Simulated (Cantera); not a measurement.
Feed: 1 mol Cr, 0.92 mol H2O, a varied amount of H2, held at 6.60 Pa.

Method: chemical equilibrium by Gibbs-energy minimisation in Cantera with the NASA 1993 tables (ideal gas, pure condensed phases). Candidate condensed phases: Cr, Cr2O3, H2O; 13 gas species. Rates play no part.

Stable condensed phases, one row left out:

```
T in K \ n(H2) in mol
          33  39  46  54  64  76  89 110 130 150 180 210 250
   2073    A   A   A   A   A   A   A   A   A   A   A   A   A
   2023    A   A   A   A   A   A   A   A   A   A   A   A   A
   1973    A   A   A   A   A   A   A   A   A   A   A   A   A
   1923    A   A   A   A   A   A   A   A   A   A   A   A   A
   1873    A   A   A   A   A   A   A   A   A   A   A   A   A
   1823    A   A   A   A   A   A   A   A   A   A   A   A   A
   1773    A   A   A   A   A   A   A   A   A   A   A   A   A
   1723    A   A   A   A   A   A   A   A   A   A   A   A   A
   1673    B   B   B   A   A   A   A   A   A   A   A   A   A
   1573    B   B   B   B   B   B   B   B   B   B   A   A   A
```

A: gas only; B: Cr2O3.

Problem. Give the row for 1623 K.

Solution. 33: Cr2O3; 39: Cr2O3; 46: Cr2O3; 54: Cr2O3; 64: Cr2O3; 76: Cr2O3; 89: gas only; 110: gas only; 130: gas only; 150: gas only; 180: gas only; 210: gas only; 250: gas only.
